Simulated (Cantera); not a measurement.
NO annealing gas

An isothermal, constant-pressure homogeneous reactor starts with NO : N2 = 1 : 0.2 (molar parts), at 1975 K and 1.28 atm.

Cantera simulation using GRI-Mech 3.0 (53 species, 325 reactions); the numbers are that mechanism's predictions, not measurements.

```csv
t (s),x NO,x N2,x N2O,x O2,x O,x NO2
0.000300,0.833,0.167,0.000181,4.35e-5,3.84e-5,0.000235
0.000798,0.832,0.167,0.000289,0.000367,5.84e-5,0.000395
0.00212,0.829,0.168,0.000323,0.00158,6.41e-5,0.000438
0.00565,0.823,0.172,0.000318,0.00487,7.00e-5,0.000479
0.0150,0.805,0.180,0.000303,0.0135,8.32e-5,0.000568
0.0399,0.761,0.203,0.000267,0.0355,0.000110,0.000725
0.106,0.658,0.254,0.000196,0.0867,0.000154,0.000903
0.283,0.465,0.350,9.51e-5,0.183,0.000214,0.000900
0.752,0.226,0.470,2.20e-5,0.303,0.000270,0.000557
2.00,0.0662,0.550,2.25e-6,0.383,0.000302,0.000183
```
x: mole fraction; the columns are a selection and need not sum to one.

Equilibrium at this temperature and pressure: NO 0.00861, N2 0.579, N2O 4.74e-7, O2 0.412, O 0.000312, NO2 2.47e-5 (gas phase only).
